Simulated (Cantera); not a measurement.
A closed system holds: 1 mol C₂H₆, 0.03 mol O₂, 48 mol H₂, at 75.0 Torr.

Equilibrium computed with Cantera from the NASA thermochemical tables; the gas is ideal and each condensed phase is pure. Candidate condensed phases: C, C₆H₆, C₇H₈, C₈H₁₈, H₂O; 110 gas species. Kinetics and transport are ignored. All values below are at 1998 K.

Base state: H₂ 0.993, H 0.00505, CO 0.00117, C₂H₂ (acetylene) 0.000753, CH₄ 4.21e-5 (mole fractions); condensed: C(graphite).

Task: What changes in the equilibrium state with this change: O₂ from 0.03 to 0.0085 mol?

Result: 
| species | before | after |
|---|---|---|
| H₂ | 0.993 | 0.994 |
| H | 0.00505 | 0.00506 |
| C₂H₂ (acetylene) | 0.000753 | 0.000753 |
| CO | 0.00117 | 0.000332 |
| CH₄ | 4.21e-5 | 4.21e-5 |
| C(graphite), mol | 1.86 | 1.90 |
